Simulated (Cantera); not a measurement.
Feed: 1 mol Cu2O, 0.87 mol C, 0.049 mol CO, equilibrated at 23.3 Torr.

Equilibrium computed with Cantera from the NASA thermochemical tables; the gas is ideal and each condensed phase is pure. Candidate condensed phases: C, Cu, CuO, Cu2O; 15 gas species. Equilibrium is a limit: real reactors are often held back by kinetics, nucleation or transport.

Which condensed phases are stable at each of these points (T (K)): 998, 1048, 1098, 1148, 1198, 1248, 1298, 1348, 1398, 1448?


```json
[
 {"T (K)": "998", "condensed phases": "Cu(s)", "Cu condensed (%)": "100.0"},
 {"T (K)": "1048", "condensed phases": "Cu(s)", "Cu condensed (%)": "100.0"},
 {"T (K)": "1098", "condensed phases": "Cu(s)", "Cu condensed (%)": "100.0"},
 {"T (K)": "1148", "condensed phases": "Cu(s)", "Cu condensed (%)": "100.0"},
 {"T (K)": "1198", "condensed phases": "Cu(s)", "Cu condensed (%)": "100.0"},
 {"T (K)": "1248", "condensed phases": "Cu(s)", "Cu condensed (%)": "100.0"},
 {"T (K)": "1298", "condensed phases": "Cu(s)", "Cu condensed (%)": "100.0"},
 {"T (K)": "1348", "condensed phases": "Cu(s)", "Cu condensed (%)": "100.0"},
 {"T (K)": "1398", "condensed phases": "Cu(l)", "Cu condensed (%)": "100.0"},
 {"T (K)": "1448", "condensed phases": "Cu(l)", "Cu condensed (%)": "100.0"}
]
```

From 998 K to 1348 K the condensed part is Cu(s). From 1398 K to 1448 K the condensed part is Cu(l).
